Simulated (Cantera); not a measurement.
An isothermal, constant-pressure homogeneous reactor starts with N2O : H2O = 1 : 0.11 (molar parts), at 1400 K and 8400 Pa.

Cantera simulation using GRI-Mech 3.0 (53 species, 325 reactions); the numbers are that mechanism's predictions, not measurements. GRI-Mech 3.0 was tuned for natural gas; its chemistry of N2O as a main component is partial and can be far from experiment. The temperature is held fixed by assumption; the heat of reaction is taken as removed at once.

x: mole fraction; the columns are a selection and need not sum to one.

```json
[
 {"t (s)": "1.00e-6", "x N2O": "0.901", "x H2O": "0.0991", "x H2O2": "<1e-12", "x N2": "8.94e-7", "x OH": "3.74e-9", "x NO": "4.05e-9", "x H": "<1e-12"},
 {"t (s)": "8.92e-6", "x N2O": "0.901", "x H2O": "0.0991", "x H2O2": "<1e-12", "x N2": "8.51e-6", "x OH": "2.75e-7", "x NO": "2.98e-7", "x H": "2.21e-11"},
 {"t (s)": "7.95e-5", "x N2O": "0.901", "x H2O": "0.0991", "x H2O2": "2.88e-10", "x N2": "?", "x OH": "?", "x NO": "?", "x H": "?"},
 {"t (s)": "0.000709", "x N2O": "0.899", "x H2O": "0.0990", "x H2O2": "1.56e-7", "x N2": "0.00107", "x OH": "0.000126", "x NO": "0.000196", "x H": "1.17e-7"},
 {"t (s)": "0.00632", "x N2O": "0.885", "x H2O": "0.0984", "x H2O2": "1.80e-7", "x N2": "0.0102", "x OH": "0.000185", "x NO": "0.00172", "x H": "1.71e-7"},
 {"t (s)": "0.0564", "x N2O": "0.770", "x H2O": "0.0945", "x H2O2": "5.62e-8", "x N2": "0.0833", "x OH": "0.000211", "x NO": "0.0138", "x H": "1.59e-7"},
 {"t (s)": "0.503", "x N2O": "0.276", "x H2O": "0.0777", "x H2O2": "1.29e-8", "x N2": "0.398", "x OH": "0.000204", "x NO": "0.0651", "x H": "2.22e-7"},
 {"t (s)": "4.49", "x N2O": "?", "x H2O": "0.0683", "x H2O2": "?", "x N2": "0.576", "x OH": "?", "x NO": "0.0891", "x H": "?"},
 {"t (s)": "40.0", "x N2O": "1.60e-6", "x H2O": "0.0683", "x H2O2": "1.14e-9", "x N2": "0.577", "x OH": "5.03e-5", "x NO": "0.0889", "x H": "7.73e-9"}
]
```

Task: What belongs in the gaps?

Result: 
- 7.95e-5, x N2: 9.91e-5
- 7.95e-5, x OH: 1.26e-5
- 7.95e-5, x NO: 1.39e-5
- 7.95e-5, x H: 8.75e-9
- 4.49, x N2O: 0.00115
- 4.49, x H2O2: 1.79e-9
- 4.49, x OH: 6.78e-5
- 4.49, x H: 1.81e-8
